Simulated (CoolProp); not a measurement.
1000 sccm (0 °C, 1 atm) of nitrogen bubbles through liquid methanol at 284.6 K and leaves saturated at a total pressure of 0.15 MPa (ideal gas phase). Each further row changes one setting.

The numbers come from the reference Helmholtz-energy equation of state, de Reuck 1993 in CoolProp.

| case | vapour pressure (kPa) | mole fraction of vapour | delivery (mg/min) | delivery (sccm) | change of delivery for a bath 1 K warmer (%) |
|---|---|---|---|---|---|
| as stated | 8.09 | 0.0539 | … | 57.0 | 6.3 |
| bath temperature 289.6 K | … | … | … | 77.1 | 6.1 |
| total pressure 0.3 MPa | 8.09 | 0.0270 | … | 27.7 | 6.1 |

**Question.** Complete the blanks.

**Answer.** 
- as stated, delivery (mg/min): 81.5
- bath temperature 289.6 K, vapour pressure (kPa): 10.7
- bath temperature 289.6 K, mole fraction of vapour: 0.0715
- bath temperature 289.6 K, delivery (mg/min): 110
- total pressure 0.3 MPa, delivery (mg/min): 39.6
